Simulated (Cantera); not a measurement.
Input: 1 mol CaO, 7.5 mol F2, 0.72 mol H2, equilibrated at 1330 Pa.

These are equilibrium values from Cantera (NASA tables, ideal gas, pure condensed phases), not measurements of a reactor. Candidate condensed phases: Ca, CaF2, CaO, Ca(OH)2, H2O; 29 gas species. Kinetics and transport are ignored.

Question: Which condensed phases are stable at each of these points (T (K)): 1125, 1200, 1275, 1350, 1425, 1500, 1575, 1650, 1725?

Answer: 
| T (K) | condensed phases | Ca condensed (%) |
|---|---|---|
| 1125 | CaF2(s) | 100.0 |
| 1200 | CaF2(s) | 100.0 |
| 1275 | CaF2(s) | 100.0 |
| 1350 | CaF2(s) | 100.0 |
| 1425 | CaF2(s) | 100.0 |
| 1500 | CaF2(s) | 99.8 |
| 1575 | CaF2(s) | 99.0 |
| 1650 | CaF2(s) | 96.1 |
| 1725 | CaF2(l) | 87.3 |

From 1125 K to 1650 K the condensed part is CaF2(s). At 1725 K the condensed part is CaF2(l).
